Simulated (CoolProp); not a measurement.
Sulfur hexafluoride at 298.16 K and 15.8 MPa is throttled through a valve to 1.92 MPa with no heat exchange. Each further row changes one setting.

Computed with CoolProp (reference Helmholtz-energy equation of state, Guder 2009).

| case | temperature change (K) | final phase | final density (kg/m³) |
|---|---|---|---|
| as stated | -8.6 | two-phase, vapour fraction 0.087 | 873 |
| outlet pressure 0.576 MPa | -50.5 | two-phase, vapour fraction 0.489 | 93.8 |
| outlet pressure 2.5 MPa | -3.1 | liquid | 1390 |
